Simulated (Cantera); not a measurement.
A closed system holds: 1 mol Fe3O4, 0.61 mol CH4, 2.1 mol N2, at 2.50 bar.

Method: chemical equilibrium by Gibbs-energy minimisation in Cantera with the NASA 1993 tables (ideal gas, pure condensed phases). Candidate condensed phases: C, C6H6, C7H8, C8H18, Fe, Fe(CO)5, FeO, Fe(OH)2, Fe(OH)3, Fe2O3, Fe3O4, H2O; 140 gas species. Each liquid is taken as pure. Mutual solubility and eutectic melting of coexisting phases are not modelled. The tables' stoichiometric FeO is somewhat more stable than real wüstite, so its field is too wide. FeO: taken at fixed stoichiometry. Kinetics and transport are ignored.

x: gas mole fraction; n: condensed amount in mol.

| T (K) | x N2 | x H2 | x CO | x H2O | x CO2 | x H | x Fe | n FeO(s) | n Fe(γ) | n Fe(δ) | n FeO(l) | n Fe(l) |
|---|---|---|---|---|---|---|---|---|---|---|---|---|
| 1148 | 0.535 | 0.241 | 0.125 | 0.0692 | 0.0303 | 2.22e-8 | 2.79e-12 | 3.00 | 0 | 0 | 0 | 0 |
| 1248 | 0.534 | 0.237 | 0.129 | 0.0735 | 0.0258 | 1.44e-7 | 9.07e-11 | 3.00 | 0 | 0 | 0 | 0 |
| 1348 | 0.534 | 0.230 | 0.132 | 0.0806 | 0.0236 | 7.01e-7 | 1.63e-9 | 2.98 | 0.0196 | 0 | 0 | 0 |
| 1448 | 0.534 | 0.222 | 0.133 | 0.0881 | 0.0222 | ? | ? | 2.96 | ? | 0 | 0 | 0 |
| 1548 | 0.534 | 0.216 | 0.134 | 0.0945 | 0.0211 | 9.05e-6 | 1.61e-7 | 2.94 | 0.0644 | 0 | 0 | 0 |
| 1648 | 0.534 | 0.210 | 0.135 | 0.100 | 0.0201 | 2.58e-5 | 1.04e-6 | 2.92 | 0.0819 | 0 | 0 | 0 |
| 1748 | 0.534 | 0.212 | 0.138 | 0.0981 | 0.0176 | 6.66e-5 | 5.40e-6 | 0 | 0 | 0.0650 | 2.93 | 0 |
| 1848 | 0.534 | 0.213 | 0.139 | 0.0974 | 0.0159 | 0.000155 | 2.28e-5 | 0 | 0 | 0 | 2.94 | 0.0554 |
| 1948 | 0.534 | 0.212 | 0.140 | 0.0986 | 0.0149 | ? | ? | 0 | 0 | 0 | 2.94 | 0.0558 |
| 2048 | 0.534 | 0.210 | 0.141 | 0.0994 | 0.0140 | 0.000650 | 0.000247 | 0 | 0 | 0 | 2.94 | 0.0555 |

Task: Some entries are withheld; supply them.

Result: 
- 1948, x H: 0.000329
- 1948, x Fe: 8.00e-5
- 1448, x H: 2.75e-6
- 1448, x Fe: 1.91e-8
- 1448, n Fe(γ): 0.0437
